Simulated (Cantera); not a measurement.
Feed: 1 mol SiCl4, 5.3 mol H2, held at 1025 K and 6.70 bar.

Cantera equilibrium calculation (NASA polynomials, part measured and part estimated; ideal gas, pure solids and liquids). Candidate condensed phases: Si; 19 gas species. The tables' values for SiCl3 are old estimates; treat these amounts as uncertain. Rates play no part.

Base state: H2 0.810, SiCl4 0.129, HCl 0.0308, SiHCl3 0.0290, SiH2Cl2 0.000728, SiCl3 0.000297, SiCl2 1.43e-5 (mole fractions); condensed: gas only.

Problem. What changes in the equilibrium state with this change: SiCl4 replaced by Si?

Solution. 
```json
[
 {"species": "H2", "before": "0.810", "after": "1.000"},
 {"species": "SiCl4", "before": "0.129", "after": "0"},
 {"species": "HCl", "before": "0.0308", "after": "0"},
 {"species": "SiHCl3", "before": "0.0290", "after": "0"},
 {"species": "SiH2Cl2", "before": "0.000728", "after": "0"},
 {"species": "SiCl3", "before": "0.000297", "after": "0"},
 {"species": "SiCl2", "before": "1.43e-5", "after": "0"},
 {"species": "Si(s), mol", "before": "0", "after": "1.000"}
]
```

Problem. What changes in the equilibrium state with this change: temperature from 1025 K to 675 K?

Solution. 
```tsv
species	before	after
H2	0.810	0.837
SiCl4	0.129	0.155
HCl	0.0308	0.00413
SiHCl3	0.0290	0.00411
SiCl2	1.43e-5	<1e-9
SiCl3	0.000297	6.04e-8
SiH2Cl2	0.000728	6.78e-6
```
